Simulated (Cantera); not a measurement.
**Equilibrium for hydrogen reduction and annealing atmospheres: ZrO₂ + H₂ + N₂**

A closed system holds: 1 mol ZrO₂, 230 mol H₂, 4.3 mol N₂, held at 1650 K and 13.3 mbar.

These are equilibrium values from Cantera (NASA tables, ideal gas, pure condensed phases), not measurements of a reactor. Candidate condensed phases: H₂O, Zr, ZrN, ZrO₂; 28 gas species. Mutual solubility and eutectic melting of coexisting phases are not modelled. ZrN: taken at fixed stoichiometry. Condensed phases not in the tables: solid solutions among these carbides, nitrides and lower oxides. The numbers say what is thermodynamically allowed, not how fast it happens.

The x(H₂) is 0.981 and the x(N₂) is 0.0183. The x(H) comes out as 0.000779 and the x(H₂O) is 7.67e-6. The n(ZrN(s)) is 0.000899 mol and the n(ZrO₂(tetragonal)) comes out as 0.999 mol. The gas amount is 234.4 mol and the log10 activity of Zr(β) (absent) is -4.94.
